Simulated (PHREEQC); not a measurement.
Dissolve 3.1 mmol/kgw CdSO4 at 20 °C. Closed to the air; pH follows from the charge balance.

The numbers come from PHREEQC with the ion-association model, wateq4f.dat.

This is a speciation only: nothing precipitates in the calculation.

Question: Order these Cd species by the share of Cd that they hold, largest first: Cd+2, CdSO4, Cd(SO4)2-2.

Answer: Cd+2 (77 %), CdSO4 (23 %), Cd(SO4)2-2 (0.61 %)

Question: Order these S species by the share of S that they hold, largest first: SO4-2, CdSO4, Cd(SO4)2-2.

Answer: SO4-2 (76 %), CdSO4 (23 %), Cd(SO4)2-2 (1.2 %)

The pH is 6.53 and the ionic strength 0.00950 mol/kgw.
